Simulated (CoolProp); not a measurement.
R245ca along the isobar 4.15 MPa: fugacity coefficient from the reference equation and from simpler models built on Tc = 447.6 K, pc = 3.941 MPa, ω = 0.355; each cubic takes its own stable root.

Model: reference Helmholtz-energy equation of state, Zhou 2016, in CoolProp.

```
T (K)          phase  reference
-----  -------------  ---------
356.9         liquid     0.1511
370.2         liquid     0.2007
383.5         liquid     0.2590
396.8         liquid     0.3254
410.1         liquid     0.3993
423.4         liquid     0.4790
436.7         liquid     0.5622
450    supercritical     0.6433
```

Problem. How far does each simpler model (van der Waals, Soave-Redlich-Kwong, Peng-Robinson) lie from the reference over these 8 states: mean and median of the absolute difference, and the worst?

Solution. 
- van der Waals: mean 51.1 %, median 41.5 %, worst +124.7 % at 356.9 K and 4.15 MPa
- Soave-Redlich-Kwong: mean 3.3 %, median 3.5 %, worst +3.9 % at 396.8 K and 4.15 MPa
- Peng-Robinson: mean 0.5 %, median 0.2 %, worst -2.1 % at 450 K and 4.15 MPa
